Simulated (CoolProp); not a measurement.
Vapour-liquid equilibrium of chloromethane (R40) (1) + isobutene (2) at 1.55 MPa; x and y are mole fractions of (1).

Values from CoolProp's multi-fluid Helmholtz-energy mixture model, Thol 2014 and Lemmon 2005; pair parameters Bell 2016.

Q: Give the bubble temperature and the first vapour's composition at x = 0.05, 0.35, 0.95. Is there an azeotrope?

A: x = 0.05: 362.2 K, y = 0.080; x = 0.35: 351.1 K, y = 0.458; x = 0.95: 337.7 K, y = 0.964. No azeotrope shows between x = 0.05 and 0.95.

The pair parameters rest on a limited set of measurements; away from them the model extrapolates.
